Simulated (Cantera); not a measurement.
An isothermal, constant-pressure homogeneous reactor starts with 25.6 % CH4, 74.4 % CO2, at 1600 K and 100.0 Torr.

Computed with Cantera and GRI-Mech 3.0 (53 species, 325 reactions).

### Question
Predict: x(CH4) at 2.00 s; x(CO2) at 2.00 s; x(H) at 2.00 s; x(C2H6) at 2.00 s; x(C2H) at 2.00 s; x(C2H4) at 2.00 s.

### Answer
- x(CH4) at 2.00 s = 0.0108 (gas-phase equilibrium 4.05e-10)
- x(CO2) at 2.00 s = 0.265 (gas-phase equilibrium 0.158)
- x(H) at 2.00 s = 4.85e-5 (gas-phase equilibrium 6.27e-5)
- x(C2H6) at 2.00 s = 4.22e-6 (gas-phase equilibrium <1e-12)
- x(C2H) at 2.00 s = 8.25e-8 (gas-phase equilibrium <1e-12)
- x(C2H4) at 2.00 s = 0.000121 (gas-phase equilibrium <1e-12)
